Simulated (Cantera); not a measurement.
Cantera run:

```python
import numpy as np
import cantera as ct

gas_names = """
    B BCL BCL2 BCL3 BN B2 CL CL2 N N2
""".split()
cond_names = """
    B(b) B(L) BN(s)
""".split()


# ... load() reads the species with a 1 bar reference pressure and builds the phases ...
atoms = {
    'BN': {'B': 1, 'N': 1},
    'Cl2': {'CL': 2},
}
top_T = {'BN(s)': 3200}  # K; cautious upper limits of use, not melting points


# ... equilibrate(T, P, feed) seeds the gas with the atoms and calls Mixture.equilibrate('TP', solver="vcs", rtol=1e-11, max_steps=5000) ...
results = []
T = 848  # K
P = 4.5  # Pa
for m in [0.88, 1.1, 1.5, 1.9, 2.5, 3.3, 4.3]:
    feed = {'BN': 1, 'Cl2': m}  # mol
    mix = equilibrate(T, P, feed)
    results.append((T, P, feed, dict(zip(mix.species_names, mix.species_moles))))

top = {s: max(r[3][s] / sum(r[3][g] for g in gas_names) for r in results) for s in gas_names}
cols = sorted((s for s in top if top[s] > 0.001), key=lambda s: -top[s])[:6]
seen = [c for c in cond_names if any(r[3].get(c, 0) > 1e-12 for r in results)]
print("log10 of partial pressures in bar; condensed amounts in mol")
print(f"{'n(Cl2)':>10s}" + "".join(f"{s[:9]:>10s}" for s in cols + seen))
for T, P, feed, n in results:
    ng = sum(n[g] for g in gas_names)
    print(f"{feed['Cl2']:10.4g}" + "".join(f"{np.log10(max(n[s] / ng * P / 1e5, 1e-99)):10.3f}" for s in cols)
          + "".join(f"{n.get(c, 0):10.4g}" for c in seen))
```

Output:

```
log10 of partial pressures in bar; condensed amounts in mol
    n(Cl2)      BCL3       CL2        N2        CL     BN(s)
      0.88    -4.523   -12.182    -4.824   -10.663    0.4133
       1.1    -4.523   -12.182    -4.824   -10.663    0.2667
       1.5    -4.523   -12.182    -4.824   -10.663 2.556e-07
       1.9    -4.626    -5.026    -4.927    -7.085         0
       2.5    -4.745    -4.747    -5.046    -6.945         0
       3.3    -4.866    -4.612    -5.167    -6.878         0
       4.3    -4.981    -4.535    -5.282    -6.839         0
```

Cantera equilibrium calculation (NASA polynomials, part measured and part estimated; ideal gas, pure solids and liquids).
